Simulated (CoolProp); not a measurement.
Vapour-liquid equilibrium of methanol (1) + ethylbenzene (2) at 476 K; x and y are mole fractions of (1).

Computed with CoolProp (multi-fluid Helmholtz-energy mixture model, de Reuck 1993 and Zhou 2012; pair parameters Bell 2016).

Question: Give the bubble pressure and the first vapour's composition at x = 0.35, 0.65, 0.85. Is there an azeotrope?

Answer: x = 0.35: 22.04 bar, y = 0.772; x = 0.65: 30.63 bar, y = 0.859; x = 0.85: 37.00 bar, y = 0.930. No azeotrope shows between x = 0.05 and 0.95.

Pair parameters are fitted to limited data, so mixtures are less certain than the pure fluids.
